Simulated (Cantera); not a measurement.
**Equilibrium for silicon etching in halogen gases: Si + NF3 + N2**

Input: 1 mol Si, 7 mol NF3, 2.9 mol N2, held at 0.0160 bar.

Method: chemical equilibrium by Gibbs-energy minimisation in Cantera with the NASA 1993 tables (ideal gas, pure condensed phases). Candidate condensed phases: Si, Si3N4; 16 gas species. The numbers say what is thermodynamically allowed, not how fast it happens.

| T (°C) | x F | x F2 | x NF3 | x N2 | x SiF4 | x NF2 |
|---|---|---|---|---|---|---|
| 400 | 0.00241 | 0.137 | 0.410 | 0.362 | 0.0886 | 5.76e-8 |
| 450 | 0.00952 | 0.287 | 0.249 | 0.376 | 0.0782 | 1.87e-7 |
| 500 | 0.0274 | 0.411 | 0.106 | 0.387 | 0.0687 | 3.92e-7 |
| 550 | 0.0624 | 0.453 | 0.0355 | 0.387 | 0.0632 | 5.96e-7 |
| 600 | 0.121 | 0.431 | 0.0110 | 0.377 | 0.0598 | 7.48e-7 |
| 650 | 0.207 | 0.372 | 0.00326 | 0.360 | 0.0566 | 8.17e-7 |
| 700 | 0.317 | 0.290 | 0.000913 | 0.339 | 0.0530 | 7.77e-7 |
| 750 | 0.435 | 0.201 | 0.000233 | 0.315 | 0.0492 | 6.40e-7 |
| 800 | 0.536 | 0.124 | 5.36e-5 | 0.295 | 0.0461 | 4.60e-7 |
| 850 | 0.606 | 0.0694 | 1.16e-5 | 0.280 | 0.0438 | 3.00e-7 |
| 900 | 0.648 | 0.0372 | 2.51e-6 | 0.272 | 0.0425 | 1.86e-7 |
| 950 | 0.671 | 0.0199 | 5.70e-7 | 0.268 | 0.0418 | 1.14e-7 |
x: gas mole fraction; nothing condenses.

From 400 °C to 950 °C nothing is condensed. The main Si-bearing gas is SiF4 throughout.
